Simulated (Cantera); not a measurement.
A perfectly stirred reactor is fed with CH4 : O2 : N2 = 0.017 : 0.054 : 1 (molar parts), at 1.48 atm; it is held at 1248 K, and followed from long to short residence time.

Model: GRI-Mech 3.0 (53 species, 325 reactions), integrated in Cantera. The temperature is held fixed by assumption; the heat of reaction is taken as removed at once.

Predict: x(CH4) at τ = 14.0 s; x(O2) at τ = 14.0 s; x(O) at τ = 14.0 s; x(N2O) at τ = 14.0 s; x(NO2) at τ = 14.0 s; x(CH4) at τ = 0.190 s; x(O2) at τ = 0.190 s; x(O) at τ = 0.190 s; x(N2O) at τ = 0.190 s; x(NO2) at τ = 0.190 s.


| Item | Result |
|---|---|
| x(CH4) at τ = 14.0 s | 2.66e-6 |
| x(O2) at τ = 14.0 s | 0.0187 |
| x(O) at τ = 14.0 s | 6.00e-7 |
| x(N2O) at τ = 14.0 s | 4.86e-7 |
| x(NO2) at τ = 14.0 s | 1.40e-8 |
| x(CH4) at τ = 0.190 s | 5.12e-5 |
| x(O2) at τ = 0.190 s | 0.0190 |
| x(O) at τ = 0.190 s | 1.01e-5 |
| x(N2O) at τ = 0.190 s | 7.49e-7 |
| x(NO2) at τ = 0.190 s | 5.19e-9 |
